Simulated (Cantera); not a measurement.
Input (Python, Cantera):

```python
import numpy as np
import cantera as ct

surf = ct.Interface("diamond.yaml", "diamond_100")
gas, bulk = surf.adjacent["gas"], surf.adjacent["diamond"]
k = surf.kinetics_species_index(bulk.species_names[0])
cover = ["c6HH", "c6H*", "c6*H", "c6**", "c6HM", "c6B"]

rows, drift = [], 0.0
print(f"{'T':>10s}{'um/h':>11s}" + "".join(f"{s:>11s}" for s in cover))
for v in [950, 1025, 1100, 1175, 1250, 1325, 1400]:
    T, P, xH, xCH3 = v, 12000, 0.022, 1.3e-05
    gas.TPX = T, P, {"H": xH, "CH3": xCH3, "CH4": 0.0042, "H2": 1 - xH - xCH3 - 0.0042}
    surf.TP = bulk.TP = T, P
    surf.coverages = "c6H*:0.1, c6HH:0.9"
    surf.advance_coverages(100.0)
    before = surf.coverages
    surf.advance_coverages(100.0)
    drift = max(drift, np.max(np.abs(surf.coverages - before) / (surf.coverages + 1e-9)))
    rate = surf.net_production_rates[k] * bulk.mean_molecular_weight / bulk.density * 3.6e9
    rows.append([rate, *surf[cover].coverages])
    print(f"{v:10.4g}{rate:11.4e}" + "".join(f"{x:11.3e}" for x in rows[-1][1:]))
```

It prints:

```
         T       um/h       c6HH       c6H*       c6*H       c6**       c6HM        c6B
       950 6.5099e-01  6.430e-01  1.465e-02  3.350e-01  6.790e-03  4.003e-04  1.767e-09
      1025 9.2401e-01  5.739e-01  2.114e-02  3.928e-01  1.174e-02  2.908e-04  2.507e-09
      1100 1.2053e+00  5.110e-01  2.848e-02  4.416e-01  1.863e-02  2.116e-04  3.271e-09
      1175 1.3870e+00  4.550e-01  3.635e-02  4.808e-01  2.757e-02  1.448e-04  3.764e-09
      1250 1.2791e+00  4.061e-01  4.444e-02  5.108e-01  3.852e-02  8.145e-05  3.471e-09
      1325 9.3531e-01  3.638e-01  5.249e-02  5.324e-01  5.133e-02  3.380e-05  2.538e-09
      1400 6.9340e-01  3.273e-01  6.030e-02  5.467e-01  6.568e-02  1.121e-05  1.882e-09
```

Model: the Harris–Goodwin 1993 mechanism for the reconstructed diamond (100) surface, integrated in Cantera.
